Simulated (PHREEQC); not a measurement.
Solution (4.8 °C): 0.093 mol/kgw CuCl2, 0.012 mol/kgw HNO3 and 0.0052 mol/kgw H3BO3. Closed to the air; pH follows from the charge balance.

The numbers come from PHREEQC with the ion-association model, phreeqc.dat.

```csv
quantity,before,after
pH,2.02,2.02
ionic strength (mol/kgw),0.281,0.262
Cu+2 (mol/kgw),0.0883,0.0786
CuCl+ (mol/kgw),0.00454,0.0138
CuCl2 (mol/kgw),0.000160,0.000605
CuCl3- (mol/kgw),7.44e-8,4.24e-7
```

### Question
Name the change that produced these shifts.
A. diluted 10-fold with water
B. H3BO3 from 0.0052 to 0.0026 mol/kgw
C. H3BO3 from 0.0052 to 0.00468 mol/kgw
D. temperature from 4.8 to 30 °C

### Answer
D, temperature from 4.8 to 30 °C

Precipitation was switched off in this run. At this temperature some constants are extrapolated from 25 °C, and those without enthalpy data are left unchanged.
